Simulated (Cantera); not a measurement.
Input: 1 mol Si, 7.1 mol Cl₂, 4.5 mol N₂, held at 1525 K and 1.00 bar.

These are equilibrium values from Cantera (NASA tables, ideal gas, pure condensed phases), not measurements of a reactor. Candidate condensed phases: Si, Si₃N₄; 13 gas species. The numbers say what is thermodynamically allowed, not how fast it happens.

Base state: Cl₂ 0.447, N₂ 0.415, SiCl₄ 0.0922, Cl 0.0461 (mole fractions); condensed: gas only.

What changes in the equilibrium state with this change: temperature from 1525 K to 500 K?


| species | before | after |
|---|---|---|
| Cl₂ | 0.447 | 0.481 |
| N₂ | 0.415 | 0.425 |
| SiCl₄ | 0.0922 | 0.0943 |
| Cl | 0.0461 | <1e-9 |
